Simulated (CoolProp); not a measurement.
50 sccm (0 °C, 1 atm) of nitrogen bubbles through liquid n-nonane at 307 K and leaves saturated at a total pressure of 0.0257 MPa (ideal gas phase). Each further row changes one setting.

Model: reference Helmholtz-energy equation of state, Lemmon 2006, in CoolProp. It is a short technical equation, of lower accuracy than the large ones.

| case | vapour pressure (kPa) | mole fraction of vapour | delivery (mg/min) | delivery (sccm) | change of delivery for a bath 1 K warmer (%) |
|---|---|---|---|---|---|
| as stated | 0.994 | 0.0387 | … | … | … |
| bath temperature 312 K | … | … | 15.6 | … | 6.1 |
| total pressure 0.0514 MPa | 0.994 | … | 5.64 | … | 6.1 |

**Question.** Fill in the missing entries.

**Answer.** 
- as stated, delivery (mg/min): 11.5
- as stated, delivery (sccm): 2.01
- as stated, change of delivery for a bath 1 K warmer (%): 6.3
- bath temperature 312 K, vapour pressure (kPa): 1.33
- bath temperature 312 K, mole fraction of vapour: 0.0516
- bath temperature 312 K, delivery (sccm): 2.72
- total pressure 0.0514 MPa, mole fraction of vapour: 0.0193
- total pressure 0.0514 MPa, delivery (sccm): 0.986
